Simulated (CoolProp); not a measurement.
A single-stage vapour-compression cycle with dimethyl ether: evaporating at 214.15 K (dew point), condensing at 254.15 K (bubble point), superheat 5 K, subcooling 8 K, compressor efficiency 0.8, no pressure losses. Each further row changes one setting.

Model: reference Helmholtz-energy equation of state, Wu 2011, in CoolProp.

```json
[
 {"case": "as stated", "cooling COP": "3.86", "pressure ratio": "7.50", "discharge temperature (K)": "306.2", "refrigerating effect (kJ/kg)": "438", "volumetric capacity (kJ/m³)": "193"},
 {"case": "evaporating temperature 219.15 K", "cooling COP": "4.60", "pressure ratio": "5.56", "discharge temperature (K)": "298.6", "refrigerating effect (kJ/kg)": "444", "volumetric capacity (kJ/m³)": "259"},
 {"case": "condensing temperature 249.15 K", "cooling COP": "?", "pressure ratio": "6.07", "discharge temperature (K)": "296.6", "refrigerating effect (kJ/kg)": "449", "volumetric capacity (kJ/m³)": "198"},
 {"case": "subcooling 13 K", "cooling COP": "3.96", "pressure ratio": "7.50", "discharge temperature (K)": "306.2", "refrigerating effect (kJ/kg)": "449", "volumetric capacity (kJ/m³)": "198"},
 {"case": "superheat 15 K", "cooling COP": "3.80", "pressure ratio": "7.50", "discharge temperature (K)": "317.9", "refrigerating effect (kJ/kg)": "?", "volumetric capacity (kJ/m³)": "190"},
 {"case": "compressor efficiency 0.7", "cooling COP": "?", "pressure ratio": "7.50", "discharge temperature (K)": "317.0", "refrigerating effect (kJ/kg)": "438", "volumetric capacity (kJ/m³)": "193"}
]
```

Task: Complete the blanks.

Result: 
- condensing temperature 249.15 K, cooling COP: 4.48
- superheat 15 K, refrigerating effect (kJ/kg): 451
- compressor efficiency 0.7, cooling COP: 3.38
